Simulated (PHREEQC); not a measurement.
Consider water at 55 °C with 0.14 mol/kgw NH3 and 0.0014 mol/kgw K3PO4. Closed to the air; pH follows from the charge balance.

All values are PHREEQC results (ion-association model, phreeqc.dat), not measurements.

| quantity | before | after |
|---|---|---|
| pH | 10.51 | 7.51 |
| ionic strength (mol/kgw) | 0.00692 | 0.391 |

Q: Which change was made?
A. NH3 left out
B. NH3 replaced by (NH4)2HPO4 at the same molality
C. K3PO4 left out
D. 0.029 mol/kgw NaCl added

A: B, NH3 replaced by (NH4)2HPO4 at the same molality

Precipitation was switched off in this run. Constants without temperature data keep their 25 °C values here.
